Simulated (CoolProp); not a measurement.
Values from CoolProp's reference Helmholtz-energy equation of state, Lemmon 2006. It is a short technical equation, of lower accuracy than the large ones.

Problem. Give the vapour pressure (bar), liquid density (kg/m³), enthalpy of vaporisation (kJ/kg), liquid cp (kJ/(kg K)) of saturated toluene at 342.4 K.

Solution. 
| T (K) | p (bar) | liquid density (kg/m³) | enthalpy of vaporisation (kJ/kg) | liquid cp (kJ/(kg K)) |
|---|---|---|---|---|
| 342.4 | 0.264 | 820 | 387 | 1.85 |
